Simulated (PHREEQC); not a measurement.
Dissolve 0.0012 mol HCl, 0.00014 mol LiCl and 7.6e-05 mol Na2SO4 per kg of water at 40 °C. Closed to the air; pH follows from the charge balance.

All values are PHREEQC results (ion-association model, phreeqc.dat), not measurements.

Each row changes one thing in this solution. No solid was allowed to form.

| case | pH | HSO4- (mol/kgw) | SI of Halite (NaCl) |
|---|---|---|---|
| as made | 2.94 | 9.16e-6 | -8.31 |
| LiCl left out | 2.94 | 9.23e-6 | -8.36 |
| LiCl from 0.00014 to 0.0007 mol/kgw | 2.94 | 8.93e-6 | -8.17 |
| LiCl replaced by SrCl2 at the same molality | 2.94 | 8.89e-6 | -8.27 |
| 0.0024 mol/kgw CO2 added | 2.94 | 9.17e-6 | -8.31 |
| HCl from 0.0012 to 0.0018 mol/kgw | 2.77 | 1.27e-5 | -8.16 |

Away from 25 °C the constants follow the database's enthalpies or fits; those with neither stay at their 25 °C values.
